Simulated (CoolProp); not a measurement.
Vapour-liquid equilibrium of n-heptane (1) + n-dodecane (2) at 0.726 bar; x and y are mole fractions of (1).

Values from CoolProp's multi-fluid Helmholtz-energy mixture model, Span 2003 and Lemmon 2004; pair parameters Bell 2016.

Question: Give the bubble temperature and the first vapour's composition at x = 0.55, 0.85, 0.95. Is there an azeotrope?

Answer: x = 0.55: 380.3 K, y = 0.981; x = 0.85: 365.8 K, y = 0.997; x = 0.95: 362.2 K, y = 0.999. No azeotrope shows between x = 0.05 and 0.95.

Pair parameters are fitted to limited data, so mixtures are less certain than the pure fluids.
